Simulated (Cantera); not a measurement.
A perfectly stirred reactor is fed with 97.3 % N2O, 2.72 % H2O, at 0.00720 atm; it is held at 1600 K, and followed from long to short residence time.

Detailed kinetics in Cantera: GRI-Mech 3.0 (53 species, 325 reactions). GRI-Mech 3.0 was tuned for natural gas; its chemistry of N2O as a main component is partial and can be far from experiment. Radical loss at walls, strong at low pressure, is not modelled. The temperature is held fixed by assumption; the heat of reaction is taken as removed at once.

Q: Predict: x(N2O) at τ = 29.0 s; x(NO) at τ = 29.0 s; x(O) at τ = 29.0 s; x(NO2) at τ = 29.0 s; x(N2) at τ = 29.0 s; x(N2O) at τ = 0.110 s; x(NO) at τ = 0.110 s; x(O) at τ = 0.110 s; x(NO2) at τ = 0.110 s; x(N2) at τ = 0.110 s.

A: 
```json
{
 "x(N2O) at τ = 29.0 s": "0.0160",
 "x(NO) at τ = 29.0 s": "0.142",
 "x(O) at τ = 29.0 s": "0.000141",
 "x(NO2) at τ = 29.0 s": "5.13e-5",
 "x(N2) at τ = 29.0 s": "0.572",
 "x(N2O) at τ = 0.110 s": "0.786",
 "x(NO) at τ = 0.110 s": "0.0321",
 "x(O) at τ = 0.110 s": "0.000172",
 "x(NO2) at τ = 0.110 s": "0.000566",
 "x(N2) at τ = 0.110 s": "0.109"
}
```
